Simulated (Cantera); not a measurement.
Feed: 1 mol SiH₄, 7.4 mol NH₃, 2 mol N₂, at 627 °C and 1.33 mbar.

Cantera equilibrium calculation (NASA polynomials, part measured and part estimated; ideal gas, pure solids and liquids). Candidate condensed phases: Si, Si₃N₄; 18 gas species. The numbers say what is thermodynamically allowed, not how fast it happens.

Base state: H₂ 0.722, N₂ 0.278 (mole fractions); condensed: Si₃N₄(s).

Task: What changes in the equilibrium state with this change: temperature from 627 °C to 1602 °C?

Result: 
```
species         before     after
-------------  -------  --------
H₂               0.722     0.679
N₂               0.278     0.299
H              2.72e-9    0.0148
Si               <1e-9   0.00679
SiH              <1e-9  0.000190
Si₂N             <1e-9   7.21e-5
Si₂              <1e-9   5.10e-5
SiN              <1e-9   4.85e-5
Si₃N₄(s), mol    0.333         0
Si(l), mol           0     0.860
```
The tables' values for SiN are old estimates; treat these amounts as uncertain. Gases not in the tables: Si₂H₆ and higher silanes.
